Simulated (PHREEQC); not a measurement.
# Geothermal or formation water

Synthetic water in mg/kgw, 30 °C, pH 7.63, pe 8.8:

| constituent | mg/kgw |
|---|---|
| Na | 2200 |
| K | 1910 |
| Ca | 397 |
| Mg | 80.9 |
| Cl | 5530 |
| S(6) as SO4 | 711 |
| Alkalinity as HCO3 | 82.8 |
| Ni | 27.5 |
| Br | 3.45 |

Valence states are taken as typed.

Equilibrium calculation in PHREEQC: ion-association model, wateq4f.dat.

This is a speciation only: nothing precipitates in the calculation.

Task: What charge-balance error does the model give?

Result: charge-balance error -0.1 %.

Task: In which forms is K present?

Result: K+ 99 %, KSO4- 1.1 % of the K.

The database's nickel carbonate constants are estimates that later reviews lower a good deal.
